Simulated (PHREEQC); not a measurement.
PHREEQC input (ion-association model, wateq4f.dat):

```
SOLUTION_MASTER_SPECIES
  An  An-  0  An  62.0  # stands for a non-complexing anion
SOLUTION_SPECIES
  An- = An-
    -log_k 0
    -gamma 3.0 0
PHASES
  Fix_H+
    H+ = H+
    -log_k 0
SOLUTION 1
  temp 25
  units mmol/kgw
  pH 7 charge
  Cl 0.2156
  Ba 0.0067
  Cu(2) 0.1
  Sr 0.0011
  Na 300
  An 300
END
SELECTED_OUTPUT 1
  -reset false
  -pH true
  -pe true
  -ionic_strength true
  -water true
  -totals Ba Cl Cu Na Sr Cu(1) Cu(2)
  -molalities Hfo_wOH Hfo_wOH2+ Hfo_wO- Hfo_sOH Hfo_sOH2+ Hfo_sO- Hfo_sOHBa+2 Hfo_wOBa+ Hfo_sOCu+ Hfo_wOCu+
    Hfo_sOHSr+2 Hfo_wOSr+ Hfo_wOSrOH
  -saturation_indices Cu(OH)2 Atacamite Halite
USER_PUNCH 1
  -headings sigma psi
  10 PUNCH EDL("sigma", "Hfo"), EDL("psi", "Hfo")
PRINT
  -reset false
USE solution 1
SURFACE 1
  Hfo_wOH 0.000213483 600 0.095
  Hfo_sOH 5.33708e-06
EQUILIBRIUM_PHASES 1
  Fix_H+ -4 HAn 10
    -force_equality true
  O2(g) -0.68 10
END
# ... the last block is repeated for the other 16 points of pH, with NaOH or the acid as the point needs
```

Selected output (columns that matter, 13 of 17 rows; pH added in front):

```
pH	mu	Ba	Cu	Na	Sr	m_Hfo_wOH	m_Hfo_wOH2+	m_Hfo_wO-	m_Hfo_sOH	si_Cu(OH)2	si_Atacamite	si_Halite	sigma	psi
4	0.30055	6.7e-06	9.9361e-05	0.3	1.1e-06	1.2346e-05	0.000201	1.7373e-08	2.7871e-07	-5.1894	-8.2677	-6.0783	0.349	0.12295
4.38	0.30047	6.7e-06	9.7432e-05	0.3	1.1e-06	2.4552e-05	0.00018823	7.3362e-08	3.9151e-07	-4.4379	-7.1446	-6.0782	0.32796	0.11981
5.12	0.30036	6.7e-06	8.3291e-05	0.3	1.1e-06	6.322e-05	0.0001378	6.6446e-07	1.348e-07	-3.0262	-5.0613	-6.0782	0.26093	0.10835
5.5	0.30028	6.7e-06	6.0423e-05	0.3	1.1e-06	8.1261e-05	9.6272e-05	1.5713e-06	6.3014e-08	-2.4061	-4.2011	-6.0782	0.22744	0.10153
5.88	0.3002	6.7e-06	3.2648e-05	0.30001	1.1e-06	9.1792e-05	5.6174e-05	3.4362e-06	3.9972e-08	-1.9155	-3.5998	-6.0781	0.20333	0.096026
6.62	0.30018	6.7e-06	6.0145e-06	0.30009	1.1e-06	9.5688e-05	1.5989e-05	1.3119e-05	2.9321e-08	-1.2149	-2.9386	-6.078	0.16397	0.085601
7	0.30018	6.7e-06	2.9476e-06	0.30011	1.1e-06	9.0844e-05	8.4115e-06	2.2476e-05	2.6918e-08	-0.9212	-2.7312	-6.078	0.14048	0.078289
7.38	0.30019	6.6999e-06	2.5439e-06	0.30013	1.1e-06	8.2567e-05	4.5675e-06	3.4193e-05	2.4359e-08	-0.6541	-2.577	-6.0779	0.11481	0.069043
8.12	0.30021	6.6995e-06	5.2504e-06	0.30016	1.0999e-06	6.4173e-05	1.6199e-06	5.8239e-05	1.9497e-08	-0.2168	-2.4425	-6.0779	0.064522	0.045423
8.5	0.30022	6.6986e-06	7.7746e-06	0.30018	1.0995e-06	5.6323e-05	1.0505e-06	6.9179e-05	1.7601e-08	-0.0412	-2.4712	-6.0779	0.040761	0.030719
8.88	0.30023	6.6951e-06	1.0829e-05	0.3002	1.098e-06	4.9988e-05	7.2568e-07	7.8885e-05	1.6176e-08	0.104	-2.5609	-6.0779	0.018614	0.014678
9.62	0.30029	6.6326e-06	1.8343e-05	0.30027	1.0692e-06	4.0456e-05	3.8988e-07	9.617e-05	1.4276e-08	0.3332	-2.8424	-6.0778	-0.023746	-0.018572
10	0.30038	6.4444e-06	2.3624e-05	0.30038	9.8274e-07	3.6079e-05	2.8223e-07	0.00010566	1.3446e-08	0.443	-3.0029	-6.0776	-0.048344	-0.035692
```

Along this series the solution becomes supersaturated in solids that the run did not let form, among them Cu(OH)2. Complexes and solids missing from the database can't appear. The database's constant for dissolved Cu(OH)2 is higher than later reviews accept.
